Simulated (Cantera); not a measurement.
A closed system holds: 1 mol Si3N4, 0.27 mol CO2, 12 mol H2, held at 1.00 bar.

Cantera equilibrium calculation (NASA polynomials, part measured and part estimated; ideal gas, pure solids and liquids). Candidate condensed phases: C, C6H6, C7H8, C8H18, H2O, Si, SiC, SiO2, Si2N2O, Si3N4; 151 gas species. Mutual solubility and eutectic melting of coexisting phases are not modelled. Gases not in the tables: Si2H6 and higher silanes. Kinetics and transport are ignored. All values below are at 1527 °C.

Base state: H2 0.970, N2 0.0290, H 0.000353, SiO 0.000220, CO 0.000113, HCN 5.49e-5, CH4 3.86e-5, SiH2 1.31e-5 (mole fractions); condensed: SiC(s) + Si2N2O(s) + Si3N4(s).

What changes in the equilibrium state with this change: pressure from 1.00 bar to 1.50 Pa?


```tsv
species	before	after
H2	0.970	0.645
Si	1.43e-6	0.134
N2	0.0290	0.114
H	0.000353	0.0742
SiO	0.000220	0.0243
Si2	3.92e-9	0.000512
Si2C	1.52e-8	0.00142
Si3	<1e-9	7.70e-5
SiC(s), mol	0.267	0.132
Si2N2O(s), mol	0.536	0
Si3N4(s), mol	0.553	0
```
The tables' values for SiN are old estimates; treat these amounts as uncertain.
